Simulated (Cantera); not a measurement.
# B2H6 + H2 + N2 (boron, boron nitride and boron oxide)

Charge: 1 mol B2H6, a varied amount of H2, 0.13 mol N2, equilibrated at 40.0 Pa.

Cantera equilibrium calculation (NASA polynomials, part measured and part estimated; ideal gas, pure solids and liquids). Candidate condensed phases: B, BN; 15 gas species. The feed counts by its element totals alone. N2 is the only nitrogen source here; it is nearly inert below about 1500 K, so the nitride shown seldom forms there in practice. Mutual solubility and eutectic melting of coexisting phases are not modelled. Rates play no part.

Stable condensed phases:

```
T in K \ n(H2) in mol
         3.9 4.4   5 5.7 6.5 7.3 8.3 9.4  11  12  14  16  18
   1825    A   A   B   B   B   B   B   B   B   B   B   B   B
   1775    A   A   A   A   A   A   A   A   A   A   A   A   B
   1725    A   A   A   A   A   A   A   A   A   A   A   A   A
   1675    A   A   A   A   A   A   A   A   A   A   A   A   A
   1625    A   A   A   A   A   A   A   A   A   A   A   A   A
   1575    A   A   A   A   A   A   A   A   A   A   A   A   A
   1525    A   A   A   A   A   A   A   A   A   A   A   A   A
   1475    A   A   A   A   A   A   A   A   A   A   A   A   A
   1425    A   A   A   A   A   A   A   A   A   A   A   A   A
   1375    A   A   A   A   A   A   A   A   A   A   A   A   A
   1325    A   A   A   A   A   A   A   A   A   A   A   A   A
```

A: B + BN; B: B.
